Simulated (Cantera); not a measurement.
A Cantera script and its output.

```python
import numpy as np
import cantera as ct

gas = ct.Solution("gri30.yaml")
gas.TPX = 1473, 17000, {'CH4': 1, 'CO2': 4.5, 'H2': 0.43}
reactor = ct.IdealGasConstPressureReactor(gas, energy="off", clone=False)
net = ct.ReactorNet([reactor])
net.rtol, net.atol = 1e-08, 1e-18
show = ['CH4', 'CO2', 'H2', 'CH2', 'C2H6', 'C2H4']
times = np.geomspace(1e-05, 50, 14)

steps = ct.SolutionArray(gas, extra=["t"])
rows = []
print(f"{'t/s':>10s}{'T/K':>9s}{'P/Pa':>11s}" + "".join(f"{s:>11s}" for s in show))
for t in times:
    while net.time < t:
        t_next = net.step()
        steps.append(gas.state, t=t_next)
    rows.append([np.interp(t, steps.t, y) for y in (steps.T, steps.P, *steps(*show).X.T)])
    print(f"{t:10.3e}{rows[-1][0]:9.1f}{rows[-1][1]:11.4g}" + "".join(f"{x:11.3e}" for x in rows[-1][2:]))
rate = np.gradient(steps.T, steps.t)
print("integrator steps:", len(steps.t))
if steps.T.max() > steps.T[0] + 200:
    print(f"time of steepest temperature rise: {steps.t[rate.argmax()]:.4e} s")
gas.TPX = 1473, 17000, {'CH4': 1, 'CO2': 4.5, 'H2': 0.43}
gas.equilibrate("TP")
print(f"equilibrium (TP): T = {gas.T:.1f} K  " + "  ".join(f"{s} {gas[s].X[0]:.3e}" for s in show))
```

Result:

```
       t/s      T/K       P/Pa        CH4        CO2         H2        CH2       C2H6       C2H4
 1.000e-05   1473.0    1.7e+04  1.686e-01  7.589e-01  7.251e-02  7.596e-15  1.768e-13  1.748e-14
 3.276e-05   1473.0    1.7e+04  1.686e-01  7.589e-01  7.251e-02  7.880e-14  7.505e-12  1.416e-12
 1.073e-04   1473.0    1.7e+04  1.686e-01  7.589e-01  7.251e-02  7.866e-13  2.794e-10  6.992e-11
 3.515e-04   1473.0    1.7e+04  1.686e-01  7.588e-01  7.252e-02  8.145e-12  9.856e-09  2.742e-09
 1.151e-03   1473.0    1.7e+04  1.686e-01  7.588e-01  7.252e-02  8.160e-11  3.202e-07  9.650e-08
 3.772e-03   1473.0    1.7e+04  1.685e-01  7.588e-01  7.249e-02  5.742e-10  7.299e-06  2.735e-06
 1.235e-02   1473.0    1.7e+04  1.683e-01  7.583e-01  7.226e-02  1.819e-09  5.511e-05  4.278e-05
 4.047e-02   1473.0    1.7e+04  1.672e-01  7.560e-01  7.132e-02  3.476e-09  1.333e-04  3.598e-04
 1.326e-01   1473.0    1.7e+04  1.631e-01  7.467e-01  6.890e-02  3.835e-09  1.468e-04  1.089e-03
 4.343e-01   1473.0    1.7e+04  1.497e-01  7.161e-01  6.372e-02  4.061e-09  1.382e-04  1.298e-03
 1.423e+00   1473.0    1.7e+04  1.127e-01  6.326e-01  5.224e-02  5.264e-09  1.087e-04  1.045e-03
 4.660e+00   1473.0    1.7e+04  4.735e-02  4.868e-01  4.492e-02  9.382e-09  4.020e-05  4.698e-04
 1.526e+01   1473.0    1.7e+04  1.412e-02  3.732e-01  6.893e-02  7.050e-09  5.574e-06  2.064e-04
 5.000e+01   1473.0    1.7e+04  7.931e-03  2.981e-01  1.015e-01  1.816e-09  1.129e-06  7.831e-05
integrator steps: 1133
equilibrium (TP): T = 1473.0 K  CH4 7.867e-10  CO2 2.588e-01  H2 1.239e-01  CH2 9.781e-17  C2H6 1.521e-20  C2H4 6.782e-17
```

Model: GRI-Mech 3.0 (53 species, 325 reactions), integrated in Cantera.
